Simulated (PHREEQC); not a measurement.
Make-up at 20 °C: 0.071 mol/kgw KOH, 0.0065 mol/kgw KCl and 5.2e-06 mol/kgw H4SiO4. Closed to the air; pH follows from the charge balance.

Computed with PHREEQC (ion-association model, phreeqc.dat).

No solid was allowed to form.

Question: What pH, density does the model give?

Answer: pH 12.91; density 1.002 g/cm³.

Question: In which forms is Si present?

Answer: H3SiO4- 57 %, H2SiO4-2 43 % of the Si.
